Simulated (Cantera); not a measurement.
# Moist CO burnout

An isothermal, constant-pressure homogeneous reactor starts with 0.194 % CO, 6.29 % O2, 1.02 % H2O, 92.5 % N2, equivalence ratio 0.015, at 1125 K and 2.10 bar.

Model: GRI-Mech 3.0 (53 species, 325 reactions), integrated in Cantera.

```json
[
 {"t (s)": "0.000400", "x CO": "0.00194", "x O2": "0.0629", "x H2O": "0.0102", "x H": "2.25e-11", "x HO2": "5.29e-10"},
 {"t (s)": "0.000965", "x CO": "0.00194", "x O2": "0.0629", "x H2O": "0.0102", "x H": "1.07e-10", "x HO2": "5.25e-9"},
 {"t (s)": "0.00233", "x CO": "0.00194", "x O2": "0.0629", "x H2O": "0.0102", "x H": "1.24e-9", "x HO2": "9.27e-8"},
 {"t (s)": "0.00561", "x CO": "0.00191", "x O2": "0.0629", "x H2O": "0.0102", "x H": "8.84e-8", "x HO2": "3.88e-6"},
 {"t (s)": "0.0135", "x CO": "0.00159", "x O2": "0.0627", "x H2O": "0.0102", "x H": "1.33e-7", "x HO2": "4.29e-6"},
 {"t (s)": "0.0326", "x CO": "0.00103", "x O2": "0.0625", "x H2O": "0.0102", "x H": "7.57e-8", "x HO2": "3.26e-6"},
 {"t (s)": "0.0787", "x CO": "0.000448", "x O2": "0.0622", "x H2O": "0.0102", "x H": "2.51e-8", "x HO2": "1.82e-6"},
 {"t (s)": "0.190", "x CO": "0.000113", "x O2": "0.0620", "x H2O": "0.0102", "x H": "4.12e-9", "x HO2": "5.96e-7"},
 {"t (s)": "0.458", "x CO": "1.52e-5", "x O2": "0.0620", "x H2O": "0.0102", "x H": "3.29e-10", "x HO2": "9.36e-8"},
 {"t (s)": "1.10", "x CO": "1.14e-6", "x O2": "0.0620", "x H2O": "0.0102", "x H": "1.43e-11", "x HO2": "8.05e-9"},
 {"t (s)": "2.66", "x CO": "4.83e-8", "x O2": "0.0620", "x H2O": "0.0102", "x H": "<1e-12", "x HO2": "1.13e-9"},
 {"t (s)": "6.42", "x CO": "2.78e-10", "x O2": "0.0620", "x H2O": "0.0102", "x H": "<1e-12", "x HO2": "8.45e-10"},
 {"t (s)": "15.5", "x CO": "1.48e-11", "x O2": "0.0620", "x H2O": "0.0102", "x H": "<1e-12", "x HO2": "8.44e-10"},
 {"t (s)": "37.3", "x CO": "1.44e-11", "x O2": "0.0620", "x H2O": "0.0102", "x H": "<1e-12", "x HO2": "8.47e-10"},
 {"t (s)": "90.0", "x CO": "1.44e-11", "x O2": "0.0620", "x H2O": "0.0102", "x H": "<1e-12", "x HO2": "8.48e-10"}
]
```
x: mole fraction; the columns are a selection and need not sum to one.

Equilibrium at this temperature and pressure: CO 1.44e-11, O2 0.0620, H2O 0.0102, H <1e-12, HO2 8.47e-10 (gas phase only).
